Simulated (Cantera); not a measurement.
A closed system holds: 1 mol BN, 1.7 mol Cl2, at 1373.15 K and 0.100 bar.

These are equilibrium values from Cantera (NASA tables, ideal gas, pure condensed phases), not measurements of a reactor. Candidate condensed phases: B, BN; 10 gas species. Equilibrium is a limit: real reactors are often held back by kinetics, nucleation or transport.

Q: What is the equilibrium state?

A: 
| Quantity | Value |
|---|---|
| x(BCl3) | 0.581 |
| x(N2) | 0.291 |
| x(Cl2) | 0.104 |
| x(Cl) | 0.0235 |
| gas amount | 1.720 mol |
| log10 activity of B(s) (absent) | -10.95 |
